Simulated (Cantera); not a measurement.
Standard-state values (1 bar) from the NASA 1993 polynomials, evaluated with Cantera. Values are per mole of reaction as written; species without (g) are pure solids or liquids, kept so even where they would boil at 1 bar.

Problem. Between 550 and 1225 K, where is each reaction favourable under standard conditions?
- 3 Fe(OH)₂ ⇌ 2 Fe(OH)₃ + Fe
- 2 FeCl₃(g) + 10 Fe(OH)₃ ⇌ 6 HCl(g) + 3 O₂(g) + 12 Fe(OH)₂

Solution. 
- 3 Fe(OH)₂ ⇌ 2 Fe(OH)₃ + Fe: ΔG° is 76 kJ at 550 K and 115 kJ at 1225 K; it stays positive (K < 1). ΔH° is 46 kJ and ΔS° -57 J/K at 1225 K.
- 2 FeCl₃(g) + 10 Fe(OH)₃ ⇌ 6 HCl(g) + 3 O₂(g) + 12 Fe(OH)₂: ΔG° is 793 kJ at 550 K and 13 kJ at 1225 K; it stays positive (K < 1). ΔH° is 1415 kJ and ΔS° 1145 J/K at 1225 K.
